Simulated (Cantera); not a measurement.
A perfectly stirred reactor is fed with H₂ : O₂ = 0.023 : 1 (molar parts), equivalence ratio 0.011, at 0.0267 bar; it is held at 1425 K, and followed from long to short residence time.

Model: the H2/O2 subset of GRI-Mech 3.0, which has no nitrogen chemistry, integrated in Cantera. Radical loss at walls, strong at low pressure, is not modelled.

Question: Predict: x(H₂) at τ = 13.0 s; x(O₂) at τ = 13.0 s; x(OH) at τ = 13.0 s; x(O) at τ = 13.0 s; x(HO₂) at τ = 13.0 s; x(H₂) at τ = 0.210 s; x(O₂) at τ = 0.210 s; x(OH) at τ = 0.210 s; x(O) at τ = 0.210 s; x(HO₂) at τ = 0.210 s.

Answer: 
```
Item                     Result
---------------------  --------
x(H₂) at τ = 13.0 s     7.95e-6
x(O₂) at τ = 13.0 s       0.977
x(OH) at τ = 13.0 s    0.000485
x(O) at τ = 13.0 s     0.000430
x(HO₂) at τ = 13.0 s    1.74e-7
x(H₂) at τ = 0.210 s    9.35e-5
x(O₂) at τ = 0.210 s      0.971
x(OH) at τ = 0.210 s    0.00172
x(O) at τ = 0.210 s     0.00552
x(HO₂) at τ = 0.210 s   9.22e-7
```
